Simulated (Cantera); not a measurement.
## Ignition delay

Mixture: CH3OH : O2 : N2 : H2O = 1 : 1.15 : 4.34 : 0.63 (molar parts), equivalence ratio 1.3, at 9.70 bar, adiabatic and at constant pressure. Ignition delay is the time to a rise of 400 K.

Computed with Cantera and GRI-Mech 3.0 (53 species, 325 reactions). GRI-Mech 3.0 was tuned for natural gas; its chemistry of methanol as a main component is partial and can be far from experiment.

```
T0 (K)  delay (ms)
------  ----------
1100          7.98
1175          1.92
1250         0.548
1325         0.183
1400        0.0702
1475        0.0305
1550        0.0147
1625       0.00782
```

- apparent activation energy between 1475 and 1625 K = 180 kJ/mol
